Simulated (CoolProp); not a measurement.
A single-stage vapour-compression cycle with trans-2-butene: evaporating at 258.15 K (dew point), condensing at 298.15 K (bubble point), superheat 0 K, subcooling 2 K, compressor efficiency 0.85, no pressure losses. Each further row changes one setting.

Computed with CoolProp (reference Helmholtz-energy equation of state, Lemmon 2005). It is a short technical equation, of lower accuracy than the large ones.

| case | cooling COP | pressure ratio | discharge temperature (K) | refrigerating effect (kJ/kg) | volumetric capacity (kJ/m³) |
|---|---|---|---|---|---|
| as stated | … | 4.42 | 308.4 | 334 | 476 |
| evaporating temperature 263.15 K | 5.73 | 3.57 | 306.5 | … | 592 |
| condensing temperature 293.15 K | 5.64 | … | 302.8 | 346 | 492 |
| subcooling 7 K | 5.00 | 4.42 | 308.4 | 346 | 492 |
| superheat 10 K | … | 4.42 | 318.8 | 349 | 476 |
| compressor efficiency 0.75 | … | 4.42 | 313.8 | 334 | 476 |

What belongs in the gaps?


- as stated, cooling COP: 4.83
- evaporating temperature 263.15 K, refrigerating effect (kJ/kg): 341
- condensing temperature 293.15 K, pressure ratio: 3.76
- superheat 10 K, cooling COP: 4.84
- compressor efficiency 0.75, cooling COP: 4.26
